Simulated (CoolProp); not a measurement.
Vapour-liquid equilibrium of R125 (1) + n-butane (2) at 516 kPa; x and y are mole fractions of (1).

Computed with CoolProp (multi-fluid Helmholtz-energy mixture model, Lemmon 2005 and Bücker 2006; pair parameters Bell 2016).

```csv
x,"bubble temperature, mixture model (°C)","bubble temperature, Raoult's law (°C)","y, mixture model","y, Raoult's law"
0.05,32.7,44.3,0.400,0.216
0.15,12.0,32.9,0.699,0.491
0.25,3.3,24.3,0.789,0.655
0.35,-0.6,17.4,0.826,0.760
0.45,-2.5,11.7,0.844,0.832
0.55,-3.7,6.9,0.857,0.884
0.65,-4.7,2.8,0.870,0.922
0.75,-5.7,-0.8,0.888,0.951
0.85,-6.8,-3.9,0.915,0.974
0.95,-7.7,-6.7,0.963,0.992
```

The largest gap from Raoult's law is -21.0 K in bubble temperature, at x = 0.25. No azeotrope shows between x = 0.05 and 0.95.

Pair parameters are fitted to limited data, so mixtures are less certain than the pure fluids. With so large a gap from Raoult's law the liquid may split in two, which this calculation doesn't test in full.
